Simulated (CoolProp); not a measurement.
A single-stage vapour-compression cycle with R245ca: evaporating at 326.15 K (dew point), condensing at 395.15 K (bubble point), superheat 2 K, subcooling 0 K, compressor efficiency 0.85, no pressure losses. Each further row changes one setting.

Values from CoolProp's reference Helmholtz-energy equation of state, Zhou 2016.

```csv
case,cooling COP,pressure ratio,discharge temperature (K),refrigerating effect (kJ/kg),volumetric capacity (kJ/m³)
as stated,2.32,5.65,395.2,84.7,1190
evaporating temperature 331.15 K,2.65,4.85,395.2,88.8,(withheld)
condensing temperature 390.15 K,(withheld),5.10,390.2,(withheld),1310
subcooling 5 K,2.54,5.65,395.2,93.0,1310
superheat 12 K,2.44,5.65,395.2,(withheld),(withheld)
compressor efficiency 0.75,2.04,5.65,395.2,84.7,1190
```

**Question.** What belongs in the gaps?

**Answer.** 
- evaporating temperature 331.15 K, volumetric capacity (kJ/m³): 1450
- condensing temperature 390.15 K, cooling COP: 2.68
- condensing temperature 390.15 K, refrigerating effect (kJ/kg): 92.9
- superheat 12 K, refrigerating effect (kJ/kg): 94.8
- superheat 12 K, volumetric capacity (kJ/m³): 1290

The compression ends wet for: as stated; evaporating temperature 331.15 K; condensing temperature 390.15 K; subcooling 5 K; superheat 12 K; compressor efficiency 0.75.
